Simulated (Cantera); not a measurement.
Mixture: CH4 : CO : O2 : N2 = 1 : 0.056 : 1.01 : 3.75 (molar parts), at 0.651 atm, adiabatic and at constant volume. Ignition delay is the time to a rise of 400 K.

Model: GRI-Mech 3.0 (53 species, 325 reactions), integrated in Cantera.

**Question.** Predict: delay at 1150 K; delay at 1350 K; delay at 1550 K; delay at 1750 K; delay at 1950 K; apparent activation energy between 1750 and 1950 K.

**Answer.** 
```
Property                                                 Value
--------------------------------------------------  ----------
delay at 1150 K                                        0.205 s
delay at 1350 K                                        11.8 ms
delay at 1550 K                                        1.21 ms
delay at 1750 K                                       0.229 ms
delay at 1950 K                                        68.9 µs
apparent activation energy between 1750 and 1950 K  170 kJ/mol
```
